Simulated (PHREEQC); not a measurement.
Solution (25 °C): 0.029 mol HF, 0.26 mol ZnSO4 and 5.9e-05 mol MnSO4 per kg of water. Closed to the air; pH follows from the charge balance.

The numbers come from PHREEQC with the ion-association model, wateq4f.dat.

The ionic strength comes out as 0.479 mol/kgw. What activity coefficients do Zn(SO4)2-2, F-, H+, ZnF+, HSO4- get?

Zn(SO4)2-2 0.29, F- 0.64, H+ 0.77, ZnF+ 0.73, HSO4- 0.67.

Precipitation was switched off in this run. wateq4f.dat counts part of the HF as a dimer, H2F2, which phreeqc.dat doesn't know; its constant is uncertain.
